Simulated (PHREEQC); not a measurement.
A solution holds 110 mmol/kgw HF and 170 mmol/kgw KF, at 72 °C and 10 atm. Closed to the air; pH follows from the charge balance.

Equilibrium calculation in PHREEQC: ion-association model, phreeqc.dat.

| quantity | before | after |
|---|---|---|
| pH | 3.67 | 7.86 |
| ionic strength (mol/kgw) | 0.170 | 0.280 |
| F- (mol/kgw) | 0.131 | 0.280 |
| HF (mol/kgw) | 0.0702 | 8.90e-6 |
| HF2- (mol/kgw) | 0.0396 | 1.06e-5 |

Task: What was changed between the two runs?
(A) HF replaced by (CH3)4NF at the same molality
(B) 0.0026 mol/kgw H3PO4 added
(C) diluted 10-fold with water
(D) 0.036 mol/kgw TMAH added
(E) KF replaced by KH2PO4 at the same molality

Result: A, HF replaced by (CH3)4NF at the same molality

No solid was allowed to form. (CH3)4N+ isn't in the database: it is added as a free cation with an ion size of 4 Å. Constants without temperature data keep their 25 °C values here.
